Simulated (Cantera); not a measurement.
Input: 1 mol C6H6, 0.16 mol CO2, 4 mol H2, 0.18 mol NH3, held at 1650 K and 12000 Torr.

Cantera equilibrium calculation (NASA polynomials, part measured and part estimated; ideal gas, pure solids and liquids). Candidate condensed phases: C, C6H6, C7H8, C8H18, H2O; 136 gas species. Rates play no part.

Base state: H2 0.927, CO 0.0420, CH4 0.0183, N2 0.0118, H2O 0.000401, HCN 0.000288, NH3 6.36e-5, C2H4 4.57e-5 (mole fractions); condensed: C(graphite).

Task: What changes in the equilibrium state with this change: pressure from 12000 Torr to 75.0 Torr?

Result: 
| species | before | after |
|---|---|---|
| H2 | 0.927 | 0.946 |
| CO | 0.0420 | 0.0417 |
| N2 | 0.0118 | 0.0116 |
| CH4 | 0.0183 | 0.000119 |
| H2O | 0.000401 | 2.54e-6 |
| NH3 | 6.36e-5 | 4.06e-7 |
| C2H4 | 4.57e-5 | 2.97e-7 |
| H | 2.19e-5 | 0.000279 |
| C(graphite), mol | 5.70 | 5.84 |

Task: What changes in the equilibrium state with this change: pressure from 12000 Torr to 10.0 Torr?

Result: 
```tsv
species	before	after
H2	0.927	0.946
CO	0.0420	0.0417
N2	0.0118	0.0116
CH4	0.0183	1.58e-5
H	2.19e-5	0.000765
H2O	0.000401	3.38e-7
NH3	6.36e-5	5.41e-8
C2H4	4.57e-5	3.96e-8
C2H2 (acetylene)	4.23e-5	4.31e-5
C(graphite), mol	5.70	5.84
```

Task: What changes in the equilibrium state with this change: CO2 from 0.16 to 0.079 mol?

Result: 
```tsv
species	before	after
H2	0.927	0.947
CO	0.0420	0.0212
CH4	0.0183	0.0191
N2	0.0118	0.0120
H2O	0.000401	0.000207
NH3	6.36e-5	6.64e-5
C2H4	4.57e-5	4.76e-5
C(graphite), mol	5.70	5.78
```
